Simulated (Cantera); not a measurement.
A closed system holds: 1 mol C₃H₆, 3.6 mol H₂, held at 1427 °C and 96.0 Pa.

Cantera equilibrium calculation (NASA polynomials, part measured and part estimated; ideal gas, pure solids and liquids). Candidate condensed phases: C, C₆H₆, C₇H₈, C₈H₁₈; 76 gas species. Equilibrium is a limit: real reactors are often held back by kinetics, nucleation or transport.

**Question.** What is the equilibrium state?

**Answer.** 
```json
{
 "x(H₂)": "0.995",
 "x(H)": "0.00474",
 "x(C₂H₂ (acetylene))": "7.30e-5",
 "x(CH₄)": "1.04e-6",
 "n(C(graphite))": "3.00 mol",
 "gas_amount": "6.616 mol"
}
```
